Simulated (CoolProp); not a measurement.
CH2F2 (R32) along the isobar 0.316 MPa: fugacity coefficient from the reference equation and from simpler models built on Tc = 351.3 K, pc = 5.783 MPa, ω = 0.277; each cubic takes its own stable root.

Computed with CoolProp (reference Helmholtz-energy equation of state, Tillner-Roth 1997).

```tsv
T (K)	phase	reference	Redlich-Kwong	Peng-Robinson
241.3	liquid	0.7466	0.9474	0.7592
265.5	gas	0.9410	0.9594	0.9528
289.7	gas	0.9576	0.9680	0.9632
314	gas	0.9684	0.9745	0.9709
338.2	gas	0.9758	0.9793	0.9768
362.4	gas	0.9811	0.9830	0.9813
386.6	gas	0.9850	0.9860	0.9849
410.8	gas	0.9880	0.9883	0.9877
435	gas	0.9903	0.9902	0.9899
```

At some of these states Redlich-Kwong gives the other phase, because its saturation line lies elsewhere.
